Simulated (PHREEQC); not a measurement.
A PHREEQC input (ion-association model, phreeqc.dat):

```
SOLUTION 1
  temp 60
  units mg/L
  pH 7.41
  pe 10.7
  Na 2050
  K 1.7
  Ca 177
  Mg 51.9
  Cl 3540
  S(6) 262 as SO4
  Alkalinity 34 as HCO3 charge
  B 2.58
  Cd 53.2
  Si 5.63 as SiO2
END
USE solution 1
EQUILIBRIUM_PHASES 1
  Gypsum 0 0
  CO2(g) -2 10
END
```

It stops with these messages:

```
ERROR: Alkalinity cannot be used with charge balance or solution phase boundary constraints.
ERROR: Program terminating due to input errors.
```

The fault: charge balance asked on alkalinity. The line should read `as HCO3` where the input has `as HCO3 charge`. With the mend the run ends at pH 6.68 and ionic strength 0.112 mol/kgw.
